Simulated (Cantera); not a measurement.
Input: 1 mol CF₄, 0.025 mol Si, 0.91 mol H₂, held at 1948.15 K and 1.00 bar.

Cantera equilibrium calculation (NASA polynomials, part measured and part estimated; ideal gas, pure solids and liquids). Candidate condensed phases: C, C₆H₆, C₇H₈, C₈H₁₈, Si, SiC; 113 gas species. Gases not in the tables: C₂F₆ and larger saturated fluorocarbons. Equilibrium is a limit: real reactors are often held back by kinetics, nucleation or transport.

Base state: HF 0.768, CF₄ 0.217, SiF₄ 0.0105, CF₂ 0.00334, CF₃ 0.000644, F 0.000464, CHF₃ 3.54e-5 (mole fractions); condensed: C(graphite).

What changes in the equilibrium state with this change: pressure from 1.00 bar to 0.100 bar?


```
species             before    after
----------------  --------  -------
HF                   0.768    0.764
CF₄                  0.217    0.212
SiF₄                0.0105   0.0105
CF₂                0.00334   0.0104
F                 0.000464  0.00259
CHF₃               3.54e-5  1.10e-5
CF₃               0.000644  0.00112
C(graphite), mol     0.476    0.468
```

What changes in the equilibrium state with this change: temperature from 1948.15 K to 2325 K?


```tsv
species	before	after
HF	0.768	0.744
CF₄	0.217	0.182
CF₂	0.00334	0.0476
F	0.000464	0.0106
SiF₄	0.0105	0.0102
CF	1.66e-6	0.000194
H	7.01e-7	1.09e-5
C₂F₄	8.33e-7	1.11e-5
CF₃	0.000644	0.00532
CHF₃	3.54e-5	4.94e-5
C(graphite), mol	0.476	0.425
```
The tables' values for C₂F₄ are old estimates; treat these amounts as uncertain.
